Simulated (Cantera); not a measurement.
Charge: 1 mol SiH2Cl2, 0.01 mol Cl2, 52 mol N2, at 1.00 bar.

Equilibrium computed with Cantera from the NASA thermochemical tables; the gas is ideal and each condensed phase is pure. Candidate condensed phases: NH4Cl, Si, Si3N4; 28 gas species. N2 is the only nitrogen source here; it is nearly inert below about 1500 K, so the nitride shown seldom forms there in practice. The tables' values for SiCl3 are old estimates; treat these amounts as uncertain. Rates play no part. All values below are at 1273 K.

Base state: N2 0.965, HCl 0.0271, H2 0.00522, SiCl4 0.00263, SiCl3 7.59e-5, SiHCl3 2.03e-5, SiCl2 1.44e-5 (mole fractions); condensed: Si3N4(s).

**Question.** What changes in the equilibrium state with this change: pressure from 1.00 bar to 0.0133 bar?

**Answer.** 
```json
[
 {"species": "N2", "before": "0.965", "after": "0.964"},
 {"species": "HCl", "before": "0.0271", "after": "0.0297"},
 {"species": "H2", "before": "0.00522", "after": "0.00391"},
 {"species": "SiCl4", "before": "0.00263", "after": "0.00160"},
 {"species": "SiCl2", "before": "1.44e-5", "after": "0.000410"},
 {"species": "SiCl3", "before": "7.59e-5", "after": "0.000317"},
 {"species": "SiHCl3", "before": "2.03e-5", "after": "8.44e-6"},
 {"species": "Si3N4(s), mol", "before": "0.285", "after": "0.292"}
]
```
